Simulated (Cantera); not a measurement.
An isothermal, constant-pressure homogeneous reactor starts with C2H6 : N2 : H2O = 1 : 9.5 : 0.037 (molar parts), at 1798 K and 0.987 atm.

Computed with Cantera and GRI-Mech 3.0 (53 species, 325 reactions). GRI-Mech 3.0 stops at C3 and has no aromatics, soot or wall deposition, so with more carbon than oxygen in the feed, carbon stays in small species such as C2H2 where larger ones or solid carbon would form.

**Question.** Predict: x(C2H6) at 4.00 s; x(C2H2) at 4.00 s; x(H) at 4.00 s; x(CH4) at 4.00 s; x(CH3) at 4.00 s; x(H2) at 4.00 s; x(C2H4) at 4.00 s.

**Answer.** 
```
Item                                                  Result
-----------------  -----------------------------------------
x(C2H6) at 4.00 s    6.22e-8 (gas-phase equilibrium 2.57e-8)
x(C2H2) at 4.00 s      0.0773 (gas-phase equilibrium 0.0316)
x(H) at 4.00 s     0.000143 (gas-phase equilibrium 0.000143)
x(CH4) at 4.00 s    0.00106 (gas-phase equilibrium 0.000681)
x(CH3) at 4.00 s     1.88e-5 (gas-phase equilibrium 1.21e-5)
x(H2) at 4.00 s          0.162 (gas-phase equilibrium 0.162)
x(C2H4) at 4.00 s  0.000294 (gas-phase equilibrium 0.000121)
```
